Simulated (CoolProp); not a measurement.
c-C4F8 (RC318) at several states: Z from the reference equation and from simpler models built on Tc = 388.4 K, pc = 2.778 MPa, ω = 0.355; each cubic takes its own stable root.

The numbers come from the reference Helmholtz-energy equation of state, Platzer 1990 in CoolProp. This equation is an older, rougher fit; its heat capacities, sound speeds and derivatives of the liquid may be far off and weren't checked against measurements.

| T (K) | p (MPa) | phase | reference | van der Waals | Redlich-Kwong | Soave-Redlich-Kwong |
|---|---|---|---|---|---|---|
| 332.2 | 2.64 | liquid | 0.1396 | 0.2201 | 0.1605 | … |
| 467.7 | 2.11 | gas | … | … | 0.8418 | 0.8705 |
| 381.8 | 0.112 | gas | 0.9858 | 0.9874 | 0.9854 | 0.9853 |

Complete the blanks.


- 332.2, Soave-Redlich-Kwong: 0.1513
- 467.7, reference: 0.8655
- 467.7, van der Waals: 0.8406
